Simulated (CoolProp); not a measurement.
Vapour-liquid equilibrium of CF4 (R14) (1) + R13 (2) at 599 kPa; x and y are mole fractions of (1).

Values from CoolProp's multi-fluid Helmholtz-energy mixture model, Platzer 1990 and Platzer 1990; pair parameters Bell 2016. This equation is an older, rougher fit; its heat capacities, sound speeds and derivatives of the liquid may be far off and weren't checked against measurements.

Question: Give the bubble temperature and the first vapour's composition at x = 0.25, 0.65, 0.85. Is there an azeotrope?

Answer: x = 0.25: 202.8 K, y = 0.742; x = 0.65: 184.9 K, y = 0.940; x = 0.85: 179.8 K, y = 0.977. No azeotrope shows between x = 0.05 and 0.95.

The pair parameters rest on a limited set of measurements; away from them the model extrapolates.
